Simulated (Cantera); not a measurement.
An adiabatic, constant-pressure homogeneous reactor starts with 17.8 % CH₄, 0.764 % CO, 17.1 % O₂, 64.3 % N₂, at 1100 K and 22.0 bar.

Computed with Cantera and GRI-Mech 3.0 (53 species, 325 reactions). The pressure lies above the range GRI-Mech 3.0 was tuned for (to about 10 atm).

Task: Predict: time of steepest temperature rise; temperature at 0.200 s; equilibrium temperature; x(CH₄) at 0.200 s; x(CO) at 0.200 s; x(O₂) at 0.200 s; x(O) at 0.200 s.

Result: 
```json
{
  "time_of_steepest_temperature_rise": "12.0 ms",
  "temperature at 0.200 s": "2148 K",
  "equilibrium_temperature": "2148 K",
  "x(CH₄) at 0.200 s": "5.68e-8 (gas-phase equilibrium 6.27e-8)",
  "x(CO) at 0.200 s": "0.138 (gas-phase equilibrium 0.138)",
  "x(O₂) at 0.200 s": "1.40e-8 (gas-phase equilibrium 1.40e-8)",
  "x(O) at 0.200 s": "4.91e-8 (gas-phase equilibrium 4.91e-8)"
}
```
